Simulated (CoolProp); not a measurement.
The fluid at 278.25 K and 0.828 MPa (stagnation) flows isentropically through a choked orifice. The same conditions are run with several fluids, on thermodynamics alone (safety and materials aside).

The numbers come from the reference Helmholtz-energy equation of state of each fluid (nitrous oxide: Lemmon 2006; methane: Setzmann 1991; fluorine: de Reuck 1990; ethane: Bücker 2006; CF4 (R14): Platzer 1990) in CoolProp. The equations of Platzer and Polt are older, rougher fits.

```tsv
fluid	throat to inlet pressure ratio	mass flux (kg/(m² s))	throat temperature (K)
nitrous oxide	0.547	2470	241.7
methane	0.541	1480	239.4
fluorine	0.531	2290	234.0
ethane	0.567	2010	250.6
CF4 (R14)	0.571	3340	255.2
```
